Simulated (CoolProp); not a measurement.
The fluid at 293.15 K and 0.149 MPa flows at 2.8 m/s in a round tube of 50 mm bore and 0.25 µm roughness, fully developed (64/Re and Nu = 3.66 if laminar; Colebrook and Gnielinski if turbulent). The same conditions are run with several fluids, on thermodynamics alone (safety and materials aside).

Computed with CoolProp (reference Helmholtz-energy equation of state of each fluid (C3F8 (R218): Lemmon 2006; dry air: Lemmon 2000; ammonia: Gao 2020; sulfur hexafluoride: Guder 2009; R13: Platzer 1990)). The equations of Platzer and Polt are older, rougher fits. Blends and air are pseudo-pure fits.

Rank C3F8 (R218), dry air, ammonia, sulfur hexafluoride, R13 by Reynolds number, highest first.

C3F8 (R218) (138000), sulfur hexafluoride (84800), R13 (64200), ammonia (15000), dry air (13600)

```
fluid                Darcy friction factor  pressure drop (Pa/m)  heat-transfer coefficient (W/(m² K))  mass flow (kg/h)
-------------------  ---------------------  --------------------  ------------------------------------  ----------------
C3F8 (R218)                         0.0169                  15.7                                  60.5               235
dry air                             0.0285                  3.96                                  19.5              35.1
ammonia                             0.0278                  2.31                                  22.5              21.0
sulfur hexafluoride                 0.0186                  13.3                                  42.7               180
R13                                 0.0198                  10.1                                  31.8               128
```

Transport values come from each fluid's own correlations; those of C3F8 (R218), R13 are estimates that may be off by 10 % or more.
